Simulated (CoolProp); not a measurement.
A simple Rankine cycle with water: condensing at 296.15 K, boiler at 15.7 MPa, turbine inlet 768.9 K, turbine efficiency 0.85, pump efficiency 0.6, no recuperator. Each further row changes one setting.

The numbers come from the reference Helmholtz-energy equation of state, Wagner 2002 in CoolProp.

```tsv
case	thermal efficiency (%)	net work (kJ/kg)	heat in (kJ/kg)	turbine exit temperature (K)	volume ratio over the turbine
as stated	37.5	1190	3170	296.2	2010
turbine inlet 788.9 K	37.7	1220	3220	296.2	1950
condensing temperature 288.15 K	38.4	1230	3200	288.1	3180
boiler pressure 11 MPa	36.8	1190	3240	296.2	1390
turbine efficiency 0.75	33.0	1040	3170	296.2	2150
```

The expansion ends wet for: as stated; turbine inlet 788.9 K; condensing temperature 288.15 K; boiler pressure 11 MPa; turbine efficiency 0.75.
